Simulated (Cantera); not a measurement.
What does this Cantera script print?

```python
import numpy as np
import cantera as ct

gas = ct.Solution("gri30.yaml", transport_model="multicomponent")
show = ['CO2', 'NH3', 'CH4']

rows = []
print(f"{'T/K':>7s}{'rho':>11s}{'cp':>10s}{'mu':>11s}{'lambda':>11s}{'Pr':>7s}" + "".join(f"{'D_' + s:>11s}" for s in show))
for T in [400, 500, 600, 700, 800, 900]:
    gas.TPX = T, 24, {'O2': 0.57}
    Pr = gas.cp_mass * gas.viscosity / gas.thermal_conductivity
    D = [gas.mix_diff_coeffs_mole[gas.species_index(s)] for s in show]
    rows.append([gas.density, gas.cp_mass, gas.viscosity, gas.thermal_conductivity, Pr, *D])
    print(f"{T:7g}{gas.density:11.4e}{gas.cp_mass:10.1f}{gas.viscosity:11.4e}"
          f"{gas.thermal_conductivity:11.4e}{Pr:7.3f}" + "".join(f"{d:11.4e}" for d in D))
print("SI units: kg/m3, J/kg/K, Pa s, W/m/K, m2/s")
```

It prints:

```
    T/K        rho        cp         mu     lambda     Pr      D_CO2      D_NH3      D_CH4
    400 2.3091e-04     941.4 2.5629e-05 3.3889e-02  0.712 1.1144e-01 1.6269e-01 1.5908e-01
    500 1.8473e-04     971.4 3.0045e-05 4.1059e-02  0.711 1.6586e-01 2.4629e-01 2.3461e-01
    600 1.5394e-04    1002.6 3.4077e-05 4.8102e-02  0.710 2.2822e-01 3.4300e-01 3.2087e-01
    700 1.3195e-04    1031.1 3.7824e-05 5.4934e-02  0.710 2.9793e-01 4.5175e-01 4.1712e-01
    800 1.1545e-04    1054.7 4.1353e-05 6.1465e-02  0.710 3.7455e-01 5.7171e-01 5.2279e-01
    900 1.0263e-04    1073.7 4.4705e-05 6.7676e-02  0.709 4.5773e-01 7.0224e-01 6.3744e-01
SI units: kg/m3, J/kg/K, Pa s, W/m/K, m2/s
```

Cantera simulation using GRI-Mech 3.0 (53 species, 325 reactions); the numbers are that mechanism's predictions, not measurements.
